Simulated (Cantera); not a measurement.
Thermodynamics of iron carbonyl, mercury and lead vapours, feed Pb + O₂ + N₂

A closed system holds: 1 mol Pb, a varied amount of O₂, 28 mol N₂, equilibrated at 475 K and 1.00 bar.

Cantera equilibrium calculation (NASA polynomials, part measured and part estimated; ideal gas, pure solids and liquids). Candidate condensed phases: Pb, PbO, PbO₂, Pb₃O₄; 12 gas species. Kinetics and transport are ignored.

From 0.12 mol O₂ to 0.44 mol O₂ the condensed part is Pb(s) + PbO(red). From 0.68 mol O₂ to 2.6 mol O₂ the condensed part is Pb₃O₄(s).

| n(O₂) (mol) | x N₂ | x O₂ | x NO₂ | n Pb(s) | n PbO(red) | n Pb₃O₄(s) |
|---|---|---|---|---|---|---|
| 0.12 | 1.00 | <1e-12 | <1e-12 | 0.760 | 0.240 | 0 |
| 0.18 | 1.00 | <1e-12 | <1e-12 | 0.640 | 0.360 | 0 |
| 0.28 | 1.00 | <1e-12 | <1e-12 | 0.440 | 0.560 | 0 |
| 0.44 | 1.00 | <1e-12 | <1e-12 | 0.120 | 0.880 | 0 |
| 0.68 | 1.000 | 0.000476 | 5.20e-11 | 0 | 0 | 0.333 |
| 1.1 | 0.985 | 0.0152 | 1.65e-9 | 0 | 0 | 0.333 |
| 1.6 | 0.968 | 0.0323 | 3.47e-9 | 0 | 0 | 0.333 |
| 2.6 | 0.935 | 0.0646 | 6.83e-9 | 0 | 0 | 0.333 |
x: gas mole fraction; n: condensed amount in mol.
